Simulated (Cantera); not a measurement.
A freely propagating, adiabatic, planar premixed flame of 10.2 % CH4, 2.87 % H2, 18.2 % O2, 68.7 % N2, equivalence ratio 1.2, unburnt at 348 K and 6.00 bar; multicomponent transport, grid criteria slope 0.08 and curve 0.16, no radiation.

Cantera simulation using GRI-Mech 3.0 (53 species, 325 reactions); the numbers are that mechanism's predictions, not measurements. Burning velocities carry a grid error of a few per cent, more on coarse grids.

Problem. Predict: laminar burning velocity; thermal thickness; peak x(CH2O).

Solution. 
| Item | Value |
|---|---|
| laminar burning velocity | 21.6 cm/s |
| thermal thickness | 0.141 mm |
| peak x(CH2O) | 0.00131 |
